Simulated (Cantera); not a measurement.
## Low-pressure radical oxidation in H2/O2

An isothermal, constant-pressure homogeneous reactor starts with H₂ : O₂ = 0.25 : 1 (molar parts), equivalence ratio 0.12, at 1273 K and 450 Pa.

Detailed kinetics in Cantera: the H2/O2 subset of GRI-Mech 3.0, which has no nitrogen chemistry. Radical loss at walls, strong at low pressure, is not modelled. The temperature is held fixed by assumption; the heat of reaction is taken as removed at once.

```tsv
t (s)	x H₂	x O₂	x H₂O₂	x H	x HO₂	x OH	x O
3.00e-6	0.200	0.800	<1e-12	5.39e-10	5.46e-10	7.11e-12	7.18e-12
1.39e-5	0.200	0.800	<1e-12	2.41e-9	2.54e-9	1.40e-10	1.46e-10
6.46e-5	0.200	0.800	3.80e-12	1.04e-8	1.18e-8	2.22e-9	2.63e-9
0.000300	0.200	0.800	8.13e-11	8.56e-8	5.46e-8	3.59e-8	5.19e-8
0.00139	0.200	0.800	1.78e-9	9.03e-5	3.07e-7	4.13e-5	6.17e-5
0.00646	0.00933	0.679	8.82e-8	0.0639	2.38e-6	0.0123	0.0824
0.0300	0.00828	0.695	9.73e-8	0.0502	2.49e-6	0.0117	0.0696
0.139	0.00418	0.742	1.18e-7	0.0154	2.59e-6	0.00858	0.0311
0.646	0.000366	0.774	6.40e-8	0.000369	1.11e-6	0.00259	0.00258
3.00	1.93e-5	0.777	1.41e-8	4.48e-6	1.27e-7	0.000597	0.000136
```
x: mole fraction; the columns are a selection and need not sum to one.

Equilibrium at this temperature and pressure: H₂ 2.01e-7, O₂ 0.778, H₂O₂ 5.84e-10, H 4.80e-9, HO₂ 2.97e-8, OH 6.11e-5, O 1.42e-6 (gas phase only).
